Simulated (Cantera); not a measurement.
What does this Cantera script print?

```python
import numpy as np
import cantera as ct

gas = ct.Solution("gri30.yaml")
gas.TPX = 1225, 101325, {'CH4': 1, 'O2': 1.82, 'N2': 6.84}
reactor = ct.IdealGasConstPressureReactor(gas, energy="on", clone=False)
net = ct.ReactorNet([reactor])
net.rtol, net.atol = 1e-08, 1e-16
show = ['CH4', 'O2', 'HO2', 'HCN', 'NO', 'H', 'C2H']
times = np.geomspace(3e-06, 0.4, 12)

steps = ct.SolutionArray(gas, extra=["t"])
rows = []
print(f"{'t/s':>10s}{'T/K':>9s}{'P/Pa':>11s}" + "".join(f"{s:>11s}" for s in show))
for t in times:
    while net.time < t:
        t_next = net.step()
        steps.append(gas.state, t=t_next)
    rows.append([np.interp(t, steps.t, y) for y in (steps.T, steps.P, *steps(*show).X.T)])
    print(f"{t:10.3e}{rows[-1][0]:9.1f}{rows[-1][1]:11.4g}" + "".join(f"{x:11.3e}" for x in rows[-1][2:]))
rate = np.gradient(steps.T, steps.t)
print("integrator steps:", len(steps.t))
if steps.T.max() > steps.T[0] + 200:
    print(f"time of steepest temperature rise: {steps.t[rate.argmax()]:.4e} s")
gas.TPX = 1225, 101325, {'CH4': 1, 'O2': 1.82, 'N2': 6.84}
gas.equilibrate("HP")
print(f"equilibrium (HP): T = {gas.T:.1f} K  " + "  ".join(f"{s} {gas[s].X[0]:.3e}" for s in show))
```

It prints:

```
       t/s      T/K       P/Pa        CH4         O2        HO2        HCN         NO          H        C2H
 3.000e-06   1225.0  1.013e+05  1.035e-01  1.884e-01  4.317e-09  1.965e-25  4.753e-22  2.321e-11  8.585e-38
 8.771e-06   1225.0  1.013e+05  1.035e-01  1.884e-01  1.259e-08  1.705e-24  2.901e-21  2.561e-11  2.373e-35
 2.564e-05   1225.0  1.013e+05  1.035e-01  1.884e-01  3.654e-08  1.483e-23  1.391e-20  3.132e-11  6.261e-33
 7.496e-05   1225.0  1.013e+05  1.035e-01  1.884e-01  1.045e-07  1.312e-22  7.967e-20  5.006e-11  1.745e-30
 2.191e-04   1225.0  1.013e+05  1.035e-01  1.884e-01  2.852e-07  1.262e-21  6.120e-19  1.257e-10  6.511e-28
 6.407e-04   1225.0  1.013e+05  1.035e-01  1.884e-01  6.610e-07  1.594e-20  6.772e-18  5.754e-10  4.434e-25
 1.873e-03   1225.0  1.013e+05  1.035e-01  1.884e-01  8.164e-07  3.507e-19  9.960e-17  2.717e-09  5.902e-22
 5.476e-03   1225.6  1.013e+05  1.034e-01  1.883e-01  1.327e-06  4.332e-18  8.094e-16  6.079e-09  1.102e-19
 1.601e-02   1229.3  1.013e+05  1.026e-01  1.878e-01  4.322e-06  6.590e-17  7.816e-15  2.723e-08  2.030e-17
 4.680e-02   2650.2  1.013e+05  3.910e-15  9.044e-03  2.535e-06  1.371e-09  5.638e-03  6.770e-03  1.088e-19
 1.368e-01   2650.1  1.013e+05  3.915e-15  9.032e-03  2.532e-06  1.380e-09  5.679e-03  6.768e-03  1.088e-19
 4.000e-01   2650.1  1.013e+05  3.915e-15  9.032e-03  2.532e-06  1.380e-09  5.679e-03  6.768e-03  1.088e-19
integrator steps: 2364
time of steepest temperature rise: 3.3602e-02 s
equilibrium (HP): T = 2650.1 K  CH4 4.976e-15  O2 9.032e-03  HO2 2.532e-06  HCN 1.380e-09  NO 5.679e-03  H 6.768e-03  C2H 1.164e-19
```

Computed with Cantera and GRI-Mech 3.0 (53 species, 325 reactions).
